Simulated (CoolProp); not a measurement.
Properties of dimethyl carbonate along the isobar 0.101 MPa.

Computed with CoolProp (reference Helmholtz-energy equation of state, Zhou 2011).

```tsv
T (K)	phase	Z	cp (kJ/(kg K))	cv (kJ/(kg K))	expansivity (1/kK)	fugacity coefficient
366	gas	0.9718	1.375	1.270	3.004	0.9726
384.4	gas	0.9762	1.419	1.316	2.816	0.9767
402.8	gas	0.9796	1.462	1.361	2.655	0.9800
421.1	gas	0.9824	1.505	1.405	2.515	0.9827
439.5	gas	0.9847	1.547	1.449	2.390	0.9849
457.9	gas	0.9866	1.589	1.491	2.280	0.9868
476.2	gas	0.9882	1.629	1.532	2.181	0.9883
494.6	gas	0.9896	1.668	1.572	2.090	0.9896
```
